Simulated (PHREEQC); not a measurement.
PHREEQC input (ion-association model, wateq4f.dat):

```
SOLUTION_MASTER_SPECIES
  An  An-  0  An  62.0  # stands for a non-complexing anion
SOLUTION_SPECIES
  An- = An-
    -log_k 0
    -gamma 3.0 0
PHASES
  Fix_H+
    H+ = H+
    -log_k 0
SOLUTION 1
  temp 25
  units mmol/kgw
  pH 7 charge
  S(6) 0.0057
  Cu(2) 0.0057
  Na 1
  An 1
END
SELECTED_OUTPUT 1
  -reset false
  -pH true
  -pe true
  -ionic_strength true
  -water true
  -totals Cu Na S Cu(1) Cu(2) S(-2) S(6)
  -molalities Hfo_wOH Hfo_wOH2+ Hfo_wO- Hfo_sOH Hfo_sOH2+ Hfo_sO- Hfo_sOCu+ Hfo_wOCu+ Hfo_wSO4- Hfo_wOHSO4-2
  -saturation_indices Cu(OH)2 Brochantite Antlerite Mirabilite Chalcanthite
USER_PUNCH 1
  -headings sigma psi
  10 PUNCH EDL("sigma", "Hfo"), EDL("psi", "Hfo")
PRINT
  -reset false
USE solution 1
SURFACE 1
  Hfo_wOH 0.000337079 600 0.15
  Hfo_sOH 8.42697e-06
EQUILIBRIUM_PHASES 1
  Fix_H+ -4 HAn 10
    -force_equality true
  O2(g) -0.68 10
END
# ... the last block is repeated for the other 12 points of pH, with NaOH or the acid as the point needs
```

Selected output (columns that matter, 13 of 13 rows; pH added in front):

```
pH	mu	Cu	Na	S	m_Hfo_wOH	m_Hfo_wOH2+	m_Hfo_wO-	si_Cu(OH)2	si_Brochantite	si_Antlerite	si_Mirabilite	si_Chalcanthite	sigma	psi
4	0.001174	5.6288e-06	0.001	3.9469e-10	0.00020212	0.00012155	7.6999e-06	-5.9551	-22.076	-17.711	-14.395	-12.151	0.11441	0.20769
4.5	0.0010836	5.218e-06	0.001	1.6865e-09	0.00022698	9.14e-05	1.2913e-05	-4.9857	-18.563	-15.167	-13.758	-11.546	0.075513	0.18841
5	0.0010435	3.5125e-06	0.001	8.932e-09	0.00024096	7.1333e-05	1.8647e-05	-4.1569	-15.521	-12.955	-13.032	-10.991	0.048558	0.16674
5.5	0.0010208	1.1271e-06	0.001	5.5303e-08	0.00024794	5.8098e-05	2.424e-05	-3.6514	-13.707	-11.646	-12.239	-10.693	0.030287	0.14317
6	0.0010104	1.7628e-07	0.001	3.792e-07	0.00025124	5.0175e-05	2.8819e-05	-3.4665	-13.131	-11.254	-11.402	-10.671	0.018236	0.1177
6.5	0.0010074	2.4474e-08	0.001	2.0175e-06	0.00025407	4.4493e-05	3.3237e-05	-3.3952	-13.119	-11.314	-10.676	-10.874	0.010734	0.091494
7	0.0010111	6.6185e-09	0.0010036	4.6261e-06	0.00025667	3.9873e-05	3.785e-05	-3.3435	-13.553	-11.799	-10.312	-11.462	0.0060817	0.064994
7.5	0.0010156	4.6978e-09	0.0010087	5.5549e-06	0.00025737	3.7651e-05	4.0302e-05	-3.3177	-14.37	-12.642	-10.229	-12.357	0.0029272	0.036959
8	0.0010178	4.5719e-09	0.0010118	5.6842e-06	0.00025737	3.6516e-05	4.1558e-05	-3.3043	-15.306	-13.592	-10.216	-13.334	0.00059753	0.0081687
8.5	0.001021	4.6544e-09	0.0010161	5.6983e-06	0.00025727	3.5572e-05	4.2624e-05	-3.293	-16.26	-14.557	-10.212	-14.321	-0.0015552	-0.020748
9	0.0010294	4.7991e-09	0.0010257	5.6998e-06	0.00025707	3.4446e-05	4.395e-05	-3.279	-17.204	-15.515	-10.204	-15.307	-0.0042158	-0.049519
9.5	0.0010537	5.039e-09	0.0010519	5.7e-06	0.00025665	3.2795e-05	4.6014e-05	-3.2577	-18.12	-16.452	-10.183	-16.287	-0.0082501	-0.077877
10	0.0011281	5.4811e-09	0.0011294	5.7e-06	0.00025566	3.0155e-05	4.9653e-05	-3.2213	-18.976	-17.345	-10.124	-17.253	-0.01507	-0.1054
```

Species that the database lacks are ignored. The database's constant for dissolved Cu(OH)2 is higher than later reviews accept.
